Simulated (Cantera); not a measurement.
Cantera run, input and output.

```python
import numpy as np
import cantera as ct

gas = ct.Solution("gri30.yaml")


def delay(T, t_max=10):
    gas.TPX = T, 1000000, {'H2': 1, 'O2': 0.417, 'N2': 1.33, 'NO': 0.0081}
    reactor = ct.IdealGasConstPressureReactor(gas, clone=False)
    net = ct.ReactorNet([reactor])
    net.rtol, net.atol = 1e-8, 1e-16
    while net.time < t_max:
        t_old, T_old = net.time, reactor.T
        net.step()
        if reactor.T > T + 400:  # ignition: a rise of 400 K
            return t_old + (T + 400 - T_old) / (reactor.T - T_old) * (net.time - t_old)
    return np.nan


taus = []
for T in [1025, 1100, 1175, 1250, 1325, 1400, 1475]:
    taus.append(delay(T))
    print(f"T0 = {T:6g} K   tau = {taus[-1]:.4e} s")
```

It prints:

```
T0 =   1025 K   tau = 1.0224e-04 s
T0 =   1100 K   tau = 3.9868e-05 s
T0 =   1175 K   tau = 1.5242e-05 s
T0 =   1250 K   tau = 6.4460e-06 s
T0 =   1325 K   tau = 3.3429e-06 s
T0 =   1400 K   tau = 2.0934e-06 s
T0 =   1475 K   tau = 1.4740e-06 s
```

Detailed kinetics in Cantera: GRI-Mech 3.0 (53 species, 325 reactions). The hydrogen kinetics of GRI-Mech 3.0 are dated; newer H2 mechanisms differ, most at raised pressure. The mechanism lacks 2 NO + O2 → 2 NO2 and HONO, so NO2 and the effect of NO are under-described below about 1400 K.
